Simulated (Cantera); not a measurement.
Cantera run:

```python
import numpy as np
import cantera as ct

gas_names = """
    CL CL2 H HCL H2 Si SiCL SiCL2 SiCL3 SiCL4 SiH SiHCL3 SiH2 SiH2CL2 SiH3 SiH3CL SiH4 Si2 Si3
""".split()
cond_names = """
    Si(cr) Si(L)
""".split()


# ... load() reads the species with a 1 bar reference pressure and builds the phases ...
atoms = {
    'SiCl4': {'Si': 1, 'CL': 4},
    'H2': {'H': 2},
}
top_T = {}  # K; cautious upper limits of use, not melting points


# ... equilibrate(T, P, feed) seeds the gas with the atoms and calls Mixture.equilibrate('TP', solver="vcs", rtol=1e-11, max_steps=5000) ...
results = []
feed = {'SiCl4': 1, 'H2': 62}  # mol
P = 10000  # Pa
for T in [873, 973, 1073, 1173, 1273, 1373, 1473, 1573, 1673, 1773]:
    mix = equilibrate(T, P, feed)
    results.append((T, P, feed, dict(zip(mix.species_names, mix.species_moles))))

top = {s: max(r[3][s] / sum(r[3][g] for g in gas_names) for r in results) for s in gas_names}
cols = sorted((s for s in top if top[s] > 0.001), key=lambda s: -top[s])[:7]
seen = [c for c in cond_names if any(r[3].get(c, 0) > 1e-12 for r in results)]
print("log10 of partial pressures in bar; condensed amounts in mol")
print(f"{'T/K':>10s}" + "".join(f"{s[:9]:>10s}" for s in cols + seen))
for T, P, feed, n in results:
    ng = sum(n[g] for g in gas_names)
    print(f"{T:10.4g}" + "".join(f"{np.log10(max(n[s] / ng * P / 1e5, 1e-99)):10.3f}" for s in cols)
          + "".join(f"{n.get(c, 0):10.4g}" for c in seen))
```

Output:

```
log10 of partial pressures in bar; condensed amounts in mol
       T/K        H2       HCL     SiCL4     SiCL2    SiHCL3    Si(cr)     Si(L)
       873    -1.009    -3.299    -2.957    -6.084    -3.336         0         0
       973    -1.011    -3.035    -3.041    -4.853    -3.267   0.04152         0
      1073    -1.014    -2.715    -3.163    -4.127    -3.374    0.1955         0
      1173    -1.019    -2.493    -3.431    -3.611    -3.589    0.3688         0
      1273    -1.022    -2.376    -3.931    -3.316    -3.976    0.4816         0
      1373    -1.024    -2.338    -4.609    -3.193    -4.494    0.5125         0
      1473    -1.024    -2.332    -5.301    -3.142    -5.020    0.5065         0
      1573    -1.024    -2.334    -5.932    -3.114    -5.501    0.4911         0
      1673    -1.024    -2.338    -6.496    -3.094    -5.929    0.4741         0
      1773    -1.025    -2.327    -7.011    -3.122    -6.338         0    0.5065
```

Equilibrium computed with Cantera from the NASA thermochemical tables; the gas is ideal and each condensed phase is pure. The tables' values for SiCl3, SiCl are old estimates; treat these amounts as uncertain. Gases not in the tables: Si2H6 and higher silanes.
